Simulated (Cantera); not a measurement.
Thermodynamics of metals in furnace atmospheres, feed Cu + CO₂ + H₂

Input: 1 mol Cu, 1.6 mol CO₂, 1.1 mol H₂, held at 11.0 bar.

Cantera equilibrium calculation (NASA polynomials, part measured and part estimated; ideal gas, pure solids and liquids). Candidate condensed phases: C, C₆H₆, C₇H₈, C₈H₁₈, Cu, CuO, Cu(OH)₂, Cu₂O, H₂O; 113 gas species. The numbers say what is thermodynamically allowed, not how fast it happens.

```
T (K)  x CO₂   x CO  x H₂O    x H₂     x CH₄      x Cu       x H  n Cu(s)  n Cu(l)
-----  -----  -----  -----  ------  --------  --------  --------  -------  -------
1050   0.370  0.223  0.234   0.166   0.00553  9.57e-12  9.98e-10     1.00        0
1150   0.342  0.251  0.252   0.155  0.000494  2.63e-10   8.86e-9     1.00        0
1250   0.325  0.267  0.267   0.140   5.51e-5   4.21e-9   5.46e-8     1.00        0
1350   0.313  0.280  0.280   0.127   8.28e-6   4.45e-8   2.57e-7     1.00        0
1450   0.302  0.290  0.290   0.117   1.60e-6   3.13e-7   9.76e-7        0    1.000
1550   0.294  0.299  0.299   0.109   3.82e-7   1.69e-6   3.13e-6        0    1.000
1650   0.287  0.306  0.306   0.102   1.08e-7   7.38e-6   8.73e-6        0    1.000
1750   0.281  0.312  0.312  0.0956   3.55e-8   2.71e-5   2.17e-5        0    1.000
1850   0.276  0.317  0.317  0.0906   1.32e-8   8.63e-5   4.89e-5        0    1.000
1950   0.271  0.321  0.321  0.0863   5.44e-9  0.000243  0.000102        0    0.999
```
x: gas mole fraction; n: condensed amount in mol.

From 1050 K to 1350 K the condensed part is Cu(s). From 1450 K to 1950 K the condensed part is Cu(l).
